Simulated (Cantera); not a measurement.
Charge: 1 mol MgO, 0.16 mol H2S, 1.2 mol N2, at 40.5 Torr.

Equilibrium computed with Cantera from the NASA thermochemical tables; the gas is ideal and each condensed phase is pure. Candidate condensed phases: H2O, H2SO4, Mg, MgO, Mg(OH)2, MgS, MgSO4, S; 43 gas species. Mutual solubility and eutectic melting of coexisting phases are not modelled. Equilibrium is a limit: real reactors are often held back by kinetics, nucleation or transport. All values below are at 1475 K.

Base state: N2 0.842, H2 0.0907, S2 0.0451, H2S 0.0184, H2O 0.00278, SH 0.000936, S 2.77e-5, H 1.68e-5 (mole fractions); condensed: MgO(s) + MgS(s).

Q: What changes in the equilibrium state with this change: H2S from 0.16 to 0.096 mol?

A: 
```json
[
 {"species": "N2", "before": "0.842", "after": "0.898"},
 {"species": "H2", "before": "0.0907", "after": "0.0601"},
 {"species": "S2", "before": "0.0451", "after": "0.0299"},
 {"species": "H2S", "before": "0.0184", "after": "0.00992"},
 {"species": "H2O", "before": "0.00278", "after": "0.00150"},
 {"species": "SH", "before": "0.000936", "after": "0.000621"},
 {"species": "S", "before": "2.77e-5", "after": "2.25e-5"},
 {"species": "MgO(s), mol", "before": "0.996", "after": "0.998"},
 {"species": "MgS(s), mol", "before": "0.00398", "after": "0.00202"}
]
```
